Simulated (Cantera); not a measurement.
Input (Python, Cantera) and output of one run.

```python
import numpy as np
import cantera as ct

gas_names = """
    Cr CrO CrO2 CrO3 H HO2 H2 H2O H2O2 O OH O2 O3
""".split()
cond_names = """
    Cr(cr) Cr(L) Cr2O3(s) Cr2O3(L) H2O(s) H2O(L)
""".split()


# ... load() reads the species with a 1 bar reference pressure and builds the phases ...
atoms = {
    'Cr': {'Cr': 1},
    'H2O': {'H': 2, 'O': 1},
}
top_T = {}  # K; cautious upper limits of use, not melting points


# ... equilibrate(T, P, feed) seeds the gas with the atoms and calls Mixture.equilibrate('TP', solver="vcs", rtol=1e-11, max_steps=5000) ...
results = []
T = 2648.15  # K
P = 101325  # Pa
for m in [0.018, 0.031, 0.053, 0.092, 0.16, 0.28, 0.48, 0.82, 1.4, 2.5]:
    feed = {'Cr': 1, 'H2O': m}  # mol
    mix = equilibrate(T, P, feed)
    results.append((T, P, feed, dict(zip(mix.species_names, mix.species_moles))))

top = {s: max(r[3][s] / sum(r[3][g] for g in gas_names) for r in results) for s in gas_names}
cols = sorted((s for s in top if top[s] > 0.0001), key=lambda s: -top[s])[:9]
seen = [c for c in cond_names if any(r[3].get(c, 0) > 1e-12 for r in results)]
print("log10 of partial pressures in bar; condensed amounts in mol")
print(f"{'n(H2O)':>10s}" + "".join(f"{s[:9]:>10s}" for s in cols + seen))
for T, P, feed, n in results:
    ng = sum(n[g] for g in gas_names)
    print(f"{feed['H2O']:10.4g}" + "".join(f"{np.log10(max(n[s] / ng * P / 1e5, 1e-99)):10.3f}" for s in cols)
          + "".join(f"{n.get(c, 0):10.4g}" for c in seen))
```

Result:

```
log10 of partial pressures in bar; condensed amounts in mol
    n(H2O)        H2       H2O        Cr         H       CrO        OH      CrO2         O     Cr(L)  Cr2O3(L)
     0.018    -0.172    -1.148    -0.690    -1.418    -1.606    -3.008    -3.093    -4.447    0.9841  0.005226
     0.031    -0.172    -1.148    -0.690    -1.418    -1.606    -3.008    -3.093    -4.447    0.9727     0.009
     0.053    -0.172    -1.148    -0.690    -1.418    -1.606    -3.008    -3.093    -4.447    0.9533   0.01539
     0.092    -0.172    -1.148    -0.690    -1.418    -1.606    -3.008    -3.093    -4.447    0.9189   0.02671
      0.16    -0.172    -1.148    -0.690    -1.418    -1.606    -3.008    -3.093    -4.447     0.859   0.04645
      0.28    -0.172    -1.148    -0.690    -1.418    -1.606    -3.008    -3.093    -4.447    0.7532   0.08129
      0.48    -0.172    -1.148    -0.690    -1.418    -1.606    -3.008    -3.093    -4.447    0.5769    0.1394
      0.82    -0.172    -1.148    -0.690    -1.418    -1.606    -3.008    -3.093    -4.447    0.2772    0.2381
       1.4    -0.140    -0.941    -0.951    -1.402    -1.693    -2.818    -3.006    -4.272         0    0.3916
       2.5    -0.261    -0.396    -1.952    -1.463    -2.027    -2.212    -2.672    -3.605         0    0.4707
```

Method: chemical equilibrium by Gibbs-energy minimisation in Cantera with the NASA 1993 tables (ideal gas, pure condensed phases). Each liquid is taken as pure. Mutual solubility and eutectic melting of coexisting phases are not modelled.
